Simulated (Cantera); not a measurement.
## Thermodynamics of hydrogen reduction and annealing atmospheres, feed Al2O3 + H2 + N2

Charge: 1 mol Al2O3, 400 mol H2, 0.77 mol N2, at 56.3 Torr.

Cantera equilibrium calculation (NASA polynomials, part measured and part estimated; ideal gas, pure solids and liquids). Candidate condensed phases: Al, AlN, Al2O3, H2O; 35 gas species. Mutual solubility and eutectic melting of coexisting phases are not modelled. The tables' values for AlOH are old estimates; treat these amounts as uncertain. Condensed phases not in the tables: aluminium oxynitride. Rates play no part.

| T (K) | x H2 | x H | x N2 | x H2O | x Al | x Al2O | x AlOH | x AlH | n Al2O3(s) | n AlN(s) |
|---|---|---|---|---|---|---|---|---|---|---|
| 1275 | 0.998 | 2.69e-6 | 0.00192 | 3.41e-7 | 8.20e-12 | <1e-12 | 1.05e-11 | 7.59e-12 | 1.000 | 0 |
| 1375 | 0.998 | 1.25e-5 | 0.00192 | 6.51e-7 | 6.58e-10 | 9.31e-12 | 2.57e-10 | 3.69e-10 | 1.000 | 0.000173 |
| 1475 | 0.998 | 4.73e-5 | 0.00192 | 1.13e-6 | 2.89e-8 | 1.17e-9 | 4.03e-9 | 1.05e-8 | 1.000 | 0.000286 |
| 1575 | 0.998 | 0.000152 | 0.00192 | 1.83e-6 | 7.81e-7 | 7.88e-8 | 4.43e-8 | 1.95e-7 | 1.000 | 0 |
| 1675 | 0.998 | 0.000423 | 0.00192 | 7.16e-6 | 3.44e-6 | 4.81e-7 | 2.26e-7 | 6.16e-7 | 0.999 | 0 |
| 1775 | 0.997 | 0.00106 | 0.00192 | 2.50e-5 | 1.19e-5 | 2.16e-6 | 9.34e-7 | 1.59e-6 | 0.996 | 0 |
| 1875 | 0.996 | 0.00239 | 0.00192 | 7.68e-5 | 3.57e-5 | 8.09e-6 | 3.28e-6 | 3.65e-6 | 0.988 | 0 |
| 1975 | 0.993 | 0.00498 | 0.00192 | 0.000211 | 9.47e-5 | 2.60e-5 | 1.01e-5 | 7.64e-6 | 0.967 | 0 |
| 2075 | 0.988 | 0.00967 | 0.00191 | 0.000523 | 0.000227 | 7.38e-5 | 2.76e-5 | 1.47e-5 | 0.916 | 0 |
x: gas mole fraction; n: condensed amount in mol.

At 1275 K the condensed part is Al2O3(s). From 1375 K to 1475 K the condensed part is AlN(s) + Al2O3(s). From 1575 K to 2075 K the condensed part is Al2O3(s).
